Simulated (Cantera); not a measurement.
Feed: 1 mol NaOH, 0.22 mol C, 0.55 mol CO2, held at 1350 K and 65.0 mbar.

Method: chemical equilibrium by Gibbs-energy minimisation in Cantera with the NASA 1993 tables (ideal gas, pure condensed phases). Candidate condensed phases: C, C6H6, C7H8, C8H18, H2O, Na, NaOH, NaO2, Na2CO3, Na2O, Na2O2; 117 gas species. Equilibrium is a limit: real reactors are often held back by kinetics, nucleation or transport.

Base state: H2O 0.309, H2 0.249, CO 0.216, CO2 0.136, Na 0.0696, NaOH 0.0202, NaH 4.03e-5, Na2(OH)2 2.83e-5 (mole fractions); condensed: Na2CO3(l).

### Question
What changes in the equilibrium state with this change: NaOH replaced by K2CO3?

### Answer
| species | before | after |
|---|---|---|
| CO | 0.216 | 0.490 |
| CO2 | 0.136 | 0.450 |
| K | 0 | 0.0598 |
| H2O | 0.309 | 0 |
| H2 | 0.249 | 0 |
| Na | 0.0696 | 0 |
| NaOH | 0.0202 | 0 |
| NaH | 4.03e-5 | 0 |
| Na2(OH)2 | 2.83e-5 | 0 |
| Na2 | 1.42e-5 | 0 |
| Na2CO3(l), mol | 0.460 | 0 |
| K2CO3(l), mol | 0 | 0.975 |
Further candidate phases: K, KO2, K2CO3, K2O, K2O2.
